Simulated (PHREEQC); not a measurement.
Synthetic water in mg/L, 25 °C, pH 6.87, pe 10.3:

```json
[
 {"constituent": "Na", "mg/L": "1.13"},
 {"constituent": "K", "mg/L": "0.0893"},
 {"constituent": "Ca", "mg/L": "14.4"},
 {"constituent": "Mg", "mg/L": "8.05"},
 {"constituent": "Cl", "mg/L": "32.8"},
 {"constituent": "S(6) as SO4", "mg/L": "22.2"},
 {"constituent": "Alkalinity as HCO3", "mg/L": "2.98"},
 {"constituent": "Br", "mg/L": "0.47"},
 {"constituent": "Si as SiO2", "mg/L": "1.16"},
 {"constituent": "Zn", "mg/L": "0.0524"}
]
```

Valence states are taken as typed.

Model: ion-association model, wateq4f.dat, run in PHREEQC.

| quantity | before | after |
|---|---|---|
| HCO3- (mol/kgw) | 4.85e-5 | 4.87e-5 |
| CO2 (mol/kgw) | 1.40e-5 | 2.80e-5 |
| MgSO4 (mol/kgw) | 1.05e-5 | 1.05e-5 |
| CaSO4 (mol/kgw) | 9.70e-6 | 9.70e-6 |
| CaHCO3+ (mol/kgw) | 1.76e-7 | 1.76e-7 |
| MgHCO3+ (mol/kgw) | 1.48e-7 | 1.49e-7 |
| SI of Quartz (SiO2) | -0.73 | -0.73 |

Question: Name the change that produced these shifts.
A) pH from 6.87 to 7.87 at the same alkalinity
B) pH from 6.87 to 6.57 at the same alkalinity
C) Alkalinity from 2.98 to 1.49 mg/L

Answer: B, pH from 6.87 to 6.57 at the same alkalinity

Precipitation was switched off in this run.
